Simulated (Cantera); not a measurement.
A closed system holds: 1 mol SiH₄, a varied amount of N₂, 0.59 mol NH₃, held at 500 °C and 8.50e-5 bar.

Cantera equilibrium calculation (NASA polynomials, part measured and part estimated; ideal gas, pure solids and liquids). Candidate condensed phases: Si, Si₃N₄; 18 gas species. Kinetics and transport are ignored.

x: gas mole fraction; n: condensed amount in mol.

```csv
n(N₂) (mol),x H₂,x N₂,x NH₃,n Si(s),n Si₃N₄(s)
0.24,1.00,<1e-12,<1e-12,0.198,0.268
0.48,0.964,0.0362,6.06e-8,0,0.333
0.72,0.892,?,?,0,0.333
0.96,0.831,0.169,1.05e-7,0,0.333
1.2,0.777,?,1.09e-7,0,0.333
1.4,0.737,0.263,1.09e-7,0,0.333
1.7,0.685,0.315,1.07e-7,0,0.333
```

Problem. Some entries are withheld; supply them.

Solution. 
- 1.2, x N₂: 0.223
- 0.72, x N₂: 0.108
- 0.72, x NH₃: 9.31e-8
